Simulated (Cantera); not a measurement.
# Thermodynamics of hydrogen reduction and annealing atmospheres, feed ZrO2 + H2

Charge: 1 mol ZrO2, a varied amount of H2, at 1750 °C and 0.133 bar.

These are equilibrium values from Cantera (NASA tables, ideal gas, pure condensed phases), not measurements of a reactor. Candidate condensed phases: H2O, Zr, ZrO2; 12 gas species. Mutual solubility and eutectic melting of coexisting phases are not modelled. Condensed phases not in the tables: N, O or C dissolved in the metal. Equilibrium is a limit: real reactors are often held back by kinetics, nucleation or transport.

```tsv
n(H2) (mol)	x H2	x H	x H2O	x ZrO	n ZrO2(tetragonal)	n Zr(β)
190	0.995	0.00519	1.30e-6	5.92e-7	1.000	0
230	0.995	0.00519	1.30e-6	5.92e-7	1.000	0
280	0.995	0.00519	1.30e-6	5.92e-7	1.000	0
330	0.995	0.00519	1.30e-6	5.92e-7	1.000	0.000107
410	0.995	0.00519	1.30e-6	5.92e-7	1.000	0.000133
490	0.995	0.00519	1.30e-6	5.92e-7	1.000	0.000159
600	0.995	0.00519	1.30e-6	5.92e-7	0.999	0.000195
730	0.995	0.00519	1.30e-6	5.92e-7	0.999	0.000237
880	0.995	0.00519	1.30e-6	5.92e-7	0.999	0.000286
1100	0.995	0.00519	1.30e-6	5.92e-7	0.999	0.000358
```
x: gas mole fraction; n: condensed amount in mol.

From 190 mol H2 to 280 mol H2 the condensed part is ZrO2(tetragonal). From 330 mol H2 to 1100 mol H2 the condensed part is Zr(β) + ZrO2(tetragonal). The main Zr-bearing gas is ZrO throughout.
